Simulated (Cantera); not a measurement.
Input: 1 mol FeCl2, 1.2 mol H2, 190 mol N2, equilibrated at 92.0 Pa.

Method: chemical equilibrium by Gibbs-energy minimisation in Cantera with the NASA 1993 tables (ideal gas, pure condensed phases). Candidate condensed phases: Fe, FeCl2, FeCl3, NH4Cl; 18 gas species. Equilibrium is a limit: real reactors are often held back by kinetics, nucleation or transport.

x: gas mole fraction; n: condensed amount in mol.

```json
[
 {"T (K)": "1023", "x N2": "0.989", "x HCl": "0.00602", "x H2": "0.00323", "x Fe": "4.87e-11", "x FeCl2": "0.00219", "x Cl": "1.33e-8", "n Fe(α)": "0.578", "n Fe(γ)": "0"},
 {"T (K)": "1123", "x N2": "0.989", "x HCl": "0.00546", "x H2": "0.00352", "x Fe": "3.39e-9", "x FeCl2": "0.00247", "x Cl": "1.15e-7", "n Fe(α)": "0.524", "n Fe(γ)": "0"},
 {"T (K)": "1223", "x N2": "0.989", "x HCl": "0.00501", "x H2": "0.00374", "x Fe": "1.15e-7", "x FeCl2": "0.00270", "x Cl": "7.00e-7", "n Fe(α)": "0", "n Fe(γ)": "0.482"},
 {"T (K)": "1323", "x N2": "0.989", "x HCl": "0.00465", "x H2": "0.00392", "x Fe": "___", "x FeCl2": "0.00288", "x Cl": "___", "n Fe(α)": "0", "n Fe(γ)": "0.447"},
 {"T (K)": "1423", "x N2": "0.989", "x HCl": "0.00435", "x H2": "0.00406", "x Fe": "2.90e-5", "x FeCl2": "0.00302", "x Cl": "1.22e-5", "n Fe(α)": "0", "n Fe(γ)": "0.414"},
 {"T (K)": "1523", "x N2": "0.988", "x HCl": "0.00409", "x H2": "0.00417", "x Fe": "0.000264", "x FeCl2": "0.00314", "x Cl": "3.87e-5", "n Fe(α)": "0", "n Fe(γ)": "0.346"},
 {"T (K)": "1623", "x N2": "0.987", "x HCl": "0.00385", "x H2": "0.00423", "x Fe": "0.00182", "x FeCl2": "0.00321", "x Cl": "0.000106", "n Fe(α)": "0", "n Fe(γ)": "0.0307"},
 {"T (K)": "1723", "x N2": "0.985", "x HCl": "___", "x H2": "___", "x Fe": "___", "x FeCl2": "___", "x Cl": "___", "n Fe(α)": "0", "n Fe(γ)": "0"},
 {"T (K)": "1823", "x N2": "0.984", "x HCl": "0.00623", "x H2": "0.00273", "x Fe": "0.00376", "x FeCl2": "0.00141", "x Cl": "0.00130", "n Fe(α)": "0", "n Fe(γ)": "0"}
]
```

### Question
Complete the blanks.

### Answer

- 1723, x HCl: 0.00522
- 1723, x H2: 0.00344
- 1723, x Fe: 0.00282
- 1723, x FeCl2: 0.00237
- 1723, x Cl: 0.000415
- 1323, x Fe: 2.26e-6
- 1323, x Cl: 3.26e-6
